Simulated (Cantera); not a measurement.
Input (Python, Cantera) and output of one run.

```python
import numpy as np
import cantera as ct

gas_names = """
    CL CL2 H HCL H2 N NH NH2 NH3 N2 N2H2 N2H4 Si SiCL SiCL2 SiCL3 SiCL4 SiH SiHCL3 SiH2 SiH2CL2 SiH3
    SiH3CL SiH4 SiN Si2 Si2N Si3
""".split()
cond_names = """
    NH4CL(a) NH4CL(b) Si(cr) Si(L) Si3N4(a)
""".split()


# ... load() reads the species with a 1 bar reference pressure and builds the phases ...
atoms = {
    'SiH2Cl2': {'Si': 1, 'H': 2, 'CL': 2},
    'N2': {'N': 2},
}
top_T = {'Si3N4(a)': 2400}  # K; cautious upper limits of use, not melting points


# ... equilibrate(T, P, feed) seeds the gas with the atoms and calls Mixture.equilibrate('TP', solver="vcs", rtol=1e-11, max_steps=5000) ...
results = []
feed = {'SiH2Cl2': 1, 'N2': 0.41}  # mol
T = 1825  # K
P = 22  # Pa
mix = equilibrate(T, P, feed)
results.append((T, P, feed, dict(zip(mix.species_names, mix.species_moles))))
print(gas.report(threshold=1e-05))
for i in range(1, mix.n_phases):
    print(f"{mix.phase(i).name:16s} {mix.phase_moles(i):12.5e} mol")
```

Output:

```
       temperature   1825 K
          pressure   22 Pa
           density   6.2511e-05 kg/m^3
  mean mol. weight   43.115 kg/kmol
   phase of matter   gas

                          1 kg             1 kmol
                     ---------------   ---------------
          enthalpy        1.6425e+05        7.0817e+06  J
   internal energy       -1.8769e+05       -8.0922e+06  J
           entropy            8118.1        3.5002e+05  J/K
    Gibbs function       -1.4651e+07        -6.317e+08  J
 heat capacity c_p            954.04             41134  J/K
 heat capacity c_v             761.2             32819  J/K

                      mass frac. Y      mole frac. X     chem. pot. / RT
                     ---------------   ---------------   ---------------
                CL         0.0059375         0.0072213           -27.854
                 H         0.0003826          0.016365           -14.403
               HCL           0.14863           0.17577           -42.257
                H2          0.014204           0.30378           -28.806
                N2            0.1065           0.16392           -36.866
                Si          0.013465          0.020671           -5.3525
              SiCL          0.010776         0.0073129           -33.207
             SiCL2           0.69751           0.30382           -61.061
             SiCL3         0.0020297        0.00065096           -88.915
               SiH        0.00012116        0.00017955           -19.755
              SiH2         7.552e-06        1.0817e-05           -34.158
               SiN        4.9895e-05        5.1108e-05           -23.786
               Si2        0.00017529        0.00013455           -10.705
              Si2N        0.00013017        7.9974e-05           -29.138
               Si3        6.1724e-05        3.1586e-05           -16.057
     [  +13 minor]         1.192e-05        3.3165e-06

Si(L)             1.66847e-01 mol
Si3N4(a)          0.00000e+00 mol
```

Equilibrium computed with Cantera from the NASA thermochemical tables; the gas is ideal and each condensed phase is pure. The tables' values for SiCl, SiCl3, SiN are old estimates; treat these amounts as uncertain. Gases not in the tables: Si2H6 and higher silanes.
